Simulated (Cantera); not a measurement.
Input: 1 mol BN, 9.8 mol NF3, 1.2 mol H2, 0.57 mol Cl2, at 1648.15 K and 0.0170 bar.

Equilibrium computed with Cantera from the NASA thermochemical tables; the gas is ideal and each condensed phase is pure. Candidate condensed phases: B, BN, NH4Cl; 40 gas species. Rates play no part.

Base state: F 0.702, N2 0.162, HF 0.0720, BF3 0.0300, ClF 0.0181, Cl 0.0157, F2 0.000337, Cl2 0.000200 (mole fractions); condensed: gas only.

**Question.** What changes in the equilibrium state with this change: temperature from 1648.15 K to 1748 K?

**Answer.** 
| species | before | after |
|---|---|---|
| F | 0.702 | 0.704 |
| N2 | 0.162 | 0.161 |
| HF | 0.0720 | 0.0714 |
| ClF | 0.0181 | 0.00939 |
| Cl | 0.0157 | 0.0242 |
| BF3 | 0.0300 | 0.0298 |
| F2 | 0.000337 | 0.000169 |
| Cl2 | 0.000200 | 0.000165 |

**Question.** What changes in the equilibrium state with this change: H2 from 1.2 to 28 mol?

**Answer.** 
```tsv
species	before	after
HF	0.0720	0.548
H2	<1e-9	0.295
N2	0.162	0.112
F	0.702	5.01e-8
ClF	0.0181	<1e-9
HCl	1.50e-7	0.0236
Cl	0.0157	2.33e-5
BF3	0.0300	0.0207
H	<1e-9	0.000372
F2	0.000337	<1e-9
Cl2	0.000200	<1e-9
```
The tables' values for BF2 are old estimates; treat these amounts as uncertain.

**Question.** What changes in the equilibrium state with this change: Cl2 from 0.57 to 7.5 mol?

**Answer.** 
```json
[
 {"species": "F", "before": "0.702", "after": "0.449"},
 {"species": "Cl", "before": "0.0157", "after": "0.179"},
 {"species": "ClF", "before": "0.0181", "after": "0.132"},
 {"species": "Cl2", "before": "0.000200", "after": "0.0260"},
 {"species": "HF", "before": "0.0720", "after": "0.0581"},
 {"species": "BF3", "before": "0.0300", "after": "0.0242"},
 {"species": "N2", "before": "0.162", "after": "0.131"},
 {"species": "F2", "before": "0.000337", "after": "0.000138"}
]
```
